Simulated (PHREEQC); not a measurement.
Dissolve 0.22 mol HCl, 0.004 mol ZnSO4 and 0.0024 mol Fe2(SO4)3 per kg of water at 92 °C. Closed to the air; pH follows from the charge balance.

Equilibrium calculation in PHREEQC: ion-association model, phreeqc.dat.

No solid was allowed to form.

Problem. Order these Zn species by the share of Zn that they hold, largest first: ZnCl3-, ZnCl+, ZnCl4-2, Zn+2, ZnCl2.

Solution. ZnCl+ (54 %), Zn+2 (36 %), ZnCl2 (6.5 %), ZnCl3- (2.3 %), ZnCl4-2 (0.71 %)

The pH is 0.79 and the ionic strength 0.231 mol/kgw. The solution is supersaturated, for example in Hematite (slow to form), Goethite (slow to form), so a real one may precipitate; this is no full list. Complexes and solids missing from the database can't appear. Constants without temperature data keep their 25 °C values here.
